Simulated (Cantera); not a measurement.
A perfectly stirred reactor is fed with CH4 : C2H6 : C3H8 : O2 : N2 = 1 : 0.13 : 0.43 : 3.07 : 11.5 (molar parts), at 4430 Torr; it is adiabatic with a 650 K inlet, and is followed from long to short residence time, starting on the burning branch (τ in s: 0.26, 0.089, 0.03, 0.0099, 0.0033, 0.0011, 0.00037, 0.00012, 4.2e-05, 1.4e-05).

Computed with Cantera and GRI-Mech 3.0 (53 species, 325 reactions). GRI-Mech 3.0 was tuned for natural gas; its chemistry of propane as a main component is partial and can be far from experiment.

### Question
What does this change do: 0.86 parts CO2 added?

### Answer
```json
[
 {"quantity": "blow-out, bracketed by the residence times tried", "before": "burning at 0.120 ms, out at 42.0 µs", "after": "burning at 0.120 ms, out at 42.0 µs"},
 {"quantity": "x(CH4) at τ = 0.260 s", "before": "3.43e-5", "after": "7.26e-5"},
 {"quantity": "x(C2H6) at τ = 0.260 s", "before": "7.40e-9", "after": "1.55e-8"},
 {"quantity": "x(C3H8) at τ = 0.260 s", "before": "1.88e-8", "after": "3.20e-8"},
 {"quantity": "x(H) at τ = 0.260 s", "before": "0.000684", "after": "0.000342"},
 {"quantity": "x(O) at τ = 0.260 s", "before": "1.47e-6", "after": "6.27e-7"},
 {"quantity": "x(CH4) at τ = 1.10 ms", "before": "0.00154", "after": "0.00211"},
 {"quantity": "x(C2H6) at τ = 1.10 ms", "before": "2.90e-6", "after": "7.24e-6"},
 {"quantity": "x(C3H8) at τ = 1.10 ms", "before": "3.58e-6", "after": "6.12e-6"},
 {"quantity": "x(H) at τ = 1.10 ms", "before": "0.00112", "after": "0.000638"},
 {"quantity": "x(O) at τ = 1.10 ms", "before": "8.74e-6", "after": "7.65e-6"}
]
```
